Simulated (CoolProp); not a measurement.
Propylene glycol along the isotherm 405.6 K: Z from the reference equation and from simpler models built on Tc = 674.0 K, pc = 72.92 bar, ω = 0.327; each cubic takes its own stable root.

The numbers come from the reference Helmholtz-energy equation of state, Eisenbach 2021 in CoolProp.

| p (bar) | phase | reference | van der Waals | Redlich-Kwong | Soave-Redlich-Kwong | Peng-Robinson |
|---|---|---|---|---|---|---|
| 2.43 | liquid | 0.005801 | 0.9671 | 0.006111 | 0.005868 | 0.005201 |
| 4.86 | liquid | 0.01160 | 0.9318 | 0.01222 | 0.01173 | 0.01040 |
| 7.29 | liquid | 0.01740 | 0.02698 | 0.01832 | 0.01759 | 0.01560 |
| 9.72 | liquid | 0.02319 | 0.03594 | 0.02441 | 0.02345 | 0.02079 |
| 12.2 | liquid | 0.02910 | 0.04507 | 0.03063 | 0.02943 | 0.02609 |
| 14.6 | liquid | 0.03482 | 0.05389 | 0.03664 | 0.03521 | 0.03122 |
| 17 | liquid | 0.04054 | 0.06269 | 0.04264 | 0.04098 | 0.03634 |
| 19.4 | liquid | 0.04625 | 0.07148 | 0.04864 | 0.04676 | 0.04146 |
| 21.9 | liquid | 0.05220 | 0.08063 | 0.05489 | 0.05277 | 0.04679 |
| 24.3 | liquid | 0.05791 | 0.08939 | 0.06088 | 0.05854 | 0.05191 |
| 26.7 | liquid | 0.06361 | 0.09814 | 0.06687 | 0.06430 | 0.05703 |
| 29.2 | liquid | 0.06955 | 0.1072 | 0.07310 | 0.07030 | 0.06235 |
| 31.6 | liquid | 0.07526 | 0.1160 | 0.07907 | 0.07606 | 0.06746 |
| 34 | liquid | 0.08095 | 0.1247 | 0.08505 | 0.08182 | 0.07257 |
| 36.5 | liquid | 0.08689 | 0.1337 | 0.09126 | 0.08781 | 0.07789 |

At some of these states van der Waals gives the other phase, because its saturation line lies elsewhere.
